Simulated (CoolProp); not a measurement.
Carbon monoxide along the isotherm 202.8 K: fugacity coefficient from the reference equation and from simpler models built on Tc = 132.9 K, pc = 3498 kPa, ω = 0.050; each cubic takes its own stable root.

Computed with CoolProp (reference Helmholtz-energy equation of state, Lemmon 2006). It is a short technical equation, of lower accuracy than the large ones.

```
p (kPa)          phase  reference  van der Waals  Redlich-Kwong  Soave-Redlich-Kwong  Peng-Robinson
-------  -------------  ---------  -------------  -------------  -------------------  -------------
55.3               gas     0.9986         0.9984         0.9986               0.9987         0.9983
86.1               gas     0.9979         0.9976         0.9977               0.9980         0.9974
134                gas     0.9967         0.9962         0.9965               0.9969         0.9960
209                gas     0.9948         0.9941         0.9945               0.9951         0.9937
325                gas     0.9920         0.9908         0.9915               0.9925         0.9902
506                gas     0.9876         0.9857         0.9869               0.9883         0.9849
788                gas     0.9807         0.9778         0.9796               0.9819         0.9766
1230               gas     0.9702         0.9656         0.9685               0.9720         0.9639
1910               gas     0.9543         0.9469         0.9517               0.9571         0.9450
2980               gas     0.9303         0.9181         0.9262               0.9346         0.9166
4630     supercritical     0.8954         0.8753         0.8893               0.9021         0.8762
7210     supercritical     0.8465         0.8135         0.8379               0.8572         0.8212
11200    supercritical     0.7855         0.7369         0.7751               0.8029         0.7556
17500    supercritical     0.7260         0.6734         0.7153               0.7523         0.6920
```
